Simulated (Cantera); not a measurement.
Input: 1 mol B2O3, 24 mol NH3, equilibrated at 0.00190 bar.

Equilibrium computed with Cantera from the NASA thermochemical tables; the gas is ideal and each condensed phase is pure. Candidate condensed phases: B, BN, B2O3, B3O3H3, H2O; 39 gas species. Mutual solubility and eutectic melting of coexisting phases are not modelled. Rates play no part.

Question: What share of the B ends up in condensed phases as a function of T (K), at 1250, 1350, 1450, 1550, 1650, 1750, 1850?

Answer: 
```
T (K)  B condensed (%)               as
-----  ---------------  ---------------
1250              97.6  BN(s) + B2O3(l)
1350              89.5  BN(s) + B2O3(l)
1450              49.6  BN(s) + B2O3(l)
1550               0.0                -
1650               0.0                -
1750               0.0                -
1850               0.0                -
```
